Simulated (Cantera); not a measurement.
Charge: 1 mol AlCl3, 18 mol NH3, 61 mol N2, equilibrated at 39.0 mbar.

These are equilibrium values from Cantera (NASA tables, ideal gas, pure condensed phases), not measurements of a reactor. Candidate condensed phases: Al, AlCl3, AlN, NH4Cl; 20 gas species. The tables' values for AlCl2 are old estimates; treat these amounts as uncertain. Rates play no part.

Problem. At 1725 K, list the 4 most abundant gas species with their mole fractions, and the condensed phases.

Solution. N2 0.707, H2 0.263, HCl 0.0185, AlCl 0.00879. Condensed: gas only.
